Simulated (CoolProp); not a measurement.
The fluid at 298.15 K and 0.123 MPa is throttled through a valve to 0.0427 MPa with no heat exchange. The same conditions are run with several fluids, on thermodynamics alone (safety and materials aside).

Computed with CoolProp (reference Helmholtz-energy equation of state of each fluid (n-heptane: Span 2003; methanol: de Reuck 1993; n-undecane: Aleksandrov 2011; n-perfluoropentane: Gao 2022; octamethylcyclotetrasiloxane (D4): Thol 2015)).

```tsv
fluid	temperature change (K)	final phase	final density (kg/m³)
n-heptane	+0.0	liquid	?
methanol	+0.0	liquid	?
n-undecane	+0.0	liquid	736
n-perfluoropentane	?	?	29.1
octamethylcyclotetrasiloxane (D4)	+0.0	liquid	?
```

**Question.** What belongs in the gaps?

**Answer.** 
- n-heptane, final density (kg/m³): 680
- methanol, final density (kg/m³): 786
- n-perfluoropentane, temperature change (K): -17.2
- n-perfluoropentane, final phase: two-phase, vapour fraction 0.184
- octamethylcyclotetrasiloxane (D4), final density (kg/m³): 951
